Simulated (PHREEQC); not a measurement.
Metal-bearing waste water (model solution)

Make-up at 25 °C: 18 mmol/kgw Al2(SO4)3, 0.21 mmol/kgw ZnCl2, 37 mmol/kgw HCl and 120 mmol/kgw NaCl. Closed to the air; pH follows from the charge balance.

Model: ion-association model, phreeqc.dat, run in PHREEQC.

Each row changes one thing in this solution. Precipitation was switched off in this run.

```json
[
 {"case": "as made", "pH": "1.68", "ionic strength (mol/kgw)": "0.248", "AlSO4+ (mol/kgw)": "0.0221", "SO4-2 (mol/kgw)": "0.0139", "Al+3 (mol/kgw)": "0.0112", "HSO4- (mol/kgw)": "0.0104", "SI of Halite (NaCl)": "-3.59", "SI of Gibbsite (Al(OH)3)": "-5.96"},
 {"case": "0.19 mol/kgw HNO3 added", "pH": "0.82", "ionic strength (mol/kgw)": "0.465", "AlSO4+ (mol/kgw)": "0.0138", "SO4-2 (mol/kgw)": "0.00717", "Al+3 (mol/kgw)": "0.0211", "HSO4- (mol/kgw)": "0.0303", "SI of Halite (NaCl)": "-3.62", "SI of Gibbsite (Al(OH)3)": "-8.37"},
 {"case": "ZnCl2 from 0.00021 to 0.000105 mol/kgw", "pH": "1.68", "ionic strength (mol/kgw)": "0.248", "AlSO4+ (mol/kgw)": "0.0221", "SO4-2 (mol/kgw)": "0.0139", "Al+3 (mol/kgw)": "0.0112", "HSO4- (mol/kgw)": "0.0104", "SI of Halite (NaCl)": "-3.59", "SI of Gibbsite (Al(OH)3)": "-5.96"},
 {"case": "HCl from 0.037 to 0.074 mol/kgw", "pH": "1.35", "ionic strength (mol/kgw)": "___", "AlSO4+ (mol/kgw)": "0.0201", "SO4-2 (mol/kgw)": "0.0114", "Al+3 (mol/kgw)": "0.0139", "HSO4- (mol/kgw)": "0.0170", "SI of Halite (NaCl)": "-3.51", "SI of Gibbsite (Al(OH)3)": "-6.88"},
 {"case": "0.0036 mol/kgw NaHCO3 added", "pH": "1.73", "ionic strength (mol/kgw)": "0.248", "AlSO4+ (mol/kgw)": "0.0222", "SO4-2 (mol/kgw)": "0.0143", "Al+3 (mol/kgw)": "0.0109", "HSO4- (mol/kgw)": "0.00953", "SI of Halite (NaCl)": "-3.58", "SI of Gibbsite (Al(OH)3)": "-5.82"},
 {"case": "0.0048 mol/kgw KOH added", "pH": "1.74", "ionic strength (mol/kgw)": "0.248", "AlSO4+ (mol/kgw)": "___", "SO4-2 (mol/kgw)": "0.0144", "Al+3 (mol/kgw)": "0.0109", "HSO4- (mol/kgw)": "0.00925", "SI of Halite (NaCl)": "-3.59", "SI of Gibbsite (Al(OH)3)": "-5.78"},
 {"case": "Al2(SO4)3 from 0.018 to 0.036 mol/kgw", "pH": "1.75", "ionic strength (mol/kgw)": "___", "AlSO4+ (mol/kgw)": "0.0471", "SO4-2 (mol/kgw)": "0.0245", "Al+3 (mol/kgw)": "0.0156", "HSO4- (mol/kgw)": "0.0143", "SI of Halite (NaCl)": "-3.61", "SI of Gibbsite (Al(OH)3)": "-5.63"}
]
```

**Question.** Complete the blanks.

**Answer.** 
- HCl from 0.037 to 0.074 mol/kgw, ionic strength (mol/kgw): 0.291
- 0.0048 mol/kgw KOH added, AlSO4+ (mol/kgw): 0.0223
- Al2(SO4)3 from 0.018 to 0.036 mol/kgw, ionic strength (mol/kgw): 0.305

Complexes and solids missing from the database can't appear.
